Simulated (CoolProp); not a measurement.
50 sccm (0 °C, 1 atm) of nitrogen bubbles through liquid dimethyl carbonate at 304.9 K and leaves saturated at a total pressure of 0.144 MPa (ideal gas phase). Each further row changes one setting.

The numbers come from the reference Helmholtz-energy equation of state, Zhou 2011 in CoolProp.

| case | vapour pressure (kPa) | mole fraction of vapour | delivery (mg/min) | delivery (sccm) | change of delivery for a bath 1 K warmer (%) |
|---|---|---|---|---|---|
| as stated | 10.2 | 0.0707 | 15.3 | ? | 5.4 |
| bath temperature 309.9 K | 12.9 | ? | 19.8 | 4.93 | 5.3 |
| total pressure 0.288 MPa | 10.2 | ? | ? | ? | 5.2 |

Task: What belongs in the gaps?

Result: 
- as stated, delivery (sccm): 3.80
- bath temperature 309.9 K, mole fraction of vapour: 0.0897
- total pressure 0.288 MPa, mole fraction of vapour: 0.0353
- total pressure 0.288 MPa, delivery (mg/min): 7.36
- total pressure 0.288 MPa, delivery (sccm): 1.83
